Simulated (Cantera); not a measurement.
A freely propagating, adiabatic, planar premixed flame of H2 : O2 : N2 = 1 : 0.781 : 2.94 (molar parts), unburnt at 575 K and 20000 Pa; mixture-averaged transport, grid criteria slope 0.08 and curve 0.16, no radiation.

Cantera simulation using the H2/O2 subset of GRI-Mech 3.0, which has no nitrogen chemistry; the numbers are that mechanism's predictions, not measurements. Burning velocities carry a grid error of a few per cent, more on coarse grids. Lean hydrogen flames are cellular in practice and burn faster than this planar one.

Question: Predict: laminar burning velocity; thermal thickness; peak x(H2O2); peak x(OH); peak x(O).

Answer: 
| Item | Result |
|---|---|
| laminar burning velocity | 429 cm/s |
| thermal thickness | 3.60 mm |
| peak x(H2O2) | 3.19e-6 |
| peak x(OH) | 0.0134 |
| peak x(O) | 0.0161 |
